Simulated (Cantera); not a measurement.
An isothermal, constant-pressure homogeneous reactor starts with CH₄ : N₂ = 1 : 38 (molar parts), at 1425 K and 20.0 Torr. Integrator tolerance rtol = 1e-08.

Computed with Cantera and GRI-Mech 3.0 (53 species, 325 reactions). GRI-Mech 3.0 stops at C3 and has no aromatics, soot or wall deposition, so with more carbon than oxygen in the feed, carbon stays in small species such as C2H2 where larger ones or solid carbon would form. Radical loss at walls, strong at low pressure, is not modelled.

**Question.** What does this change do: CH4 1 to 8.6 parts?

**Answer.** 
```tsv
quantity	before	after
x(CH₄) at 3.00 s	0.0234 (gas-phase equilibrium 1.78e-5)	0.164 (gas-phase equilibrium 0.00118)
x(C₂H₂) at 3.00 s	0.000559 (gas-phase equilibrium 0.00214)	0.00639 (gas-phase equilibrium 0.0400)
x(HCN) at 3.00 s	4.61e-10 (gas-phase equilibrium 0.0207)	1.42e-10 (gas-phase equilibrium 0.0745)
x(C₂H) at 3.00 s	1.37e-10 (gas-phase equilibrium 5.37e-10)	4.24e-10 (gas-phase equilibrium 4.03e-9)
x(CH₂) at 3.00 s	8.95e-9 (gas-phase equilibrium 1.26e-11)	6.76e-9 (gas-phase equilibrium 1.35e-10)
x(C₂H₄) at 3.00 s	0.000500 (gas-phase equilibrium 1.33e-6)	0.00217 (gas-phase equilibrium 0.000154)
x(CH₃) at 3.00 s	7.92e-5 (gas-phase equilibrium 7.75e-8)	0.000177 (gas-phase equilibrium 2.07e-6)
```
